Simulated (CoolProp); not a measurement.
Vapour-liquid equilibrium of R125 (1) + R134a (2) at 0.0338 MPa; x and y are mole fractions of (1).

Computed with CoolProp (multi-fluid Helmholtz-energy mixture model, Lemmon 2005 and Tillner-Roth 1994; pair parameters Lemmon 2004).

```
x      bubble temperature (°C)  y at the bubble point  dew temperature at overall composition x (°C)  liquid density (mol/L)
-----  -----------------------  ---------------------  ---------------------------------------------  ----------------------
0.05                     -49.4                  0.143                                          -48.2                   14.08
0.125                    -51.9                  0.315                                          -49.2                   14.03
0.2                      -54.1                  0.449                                          -50.2                   13.98
0.275                    -56.1                  0.556                                          -51.3                   13.92
0.35                     -57.8                  0.642                                          -52.5                   13.86
0.425                    -59.4                  0.713                                          -53.7                   13.79
0.5                      -60.8                  0.772                                          -55.0                   13.72
0.575                    -62.2                  0.821                                          -56.4                   13.64
0.65                     -63.4                  0.863                                          -58.0                   13.57
0.725                    -64.5                  0.900                                          -59.7                   13.49
0.8                      -65.6                  0.932                                          -61.6                   13.41
0.875                    -66.6                  0.960                                          -63.7                   13.33
0.95                     -67.5                  0.985                                          -66.2                   13.25
```

No azeotrope shows between x = 0.05 and 0.95.

Pair parameters are fitted to limited data, so mixtures are less certain than the pure fluids.
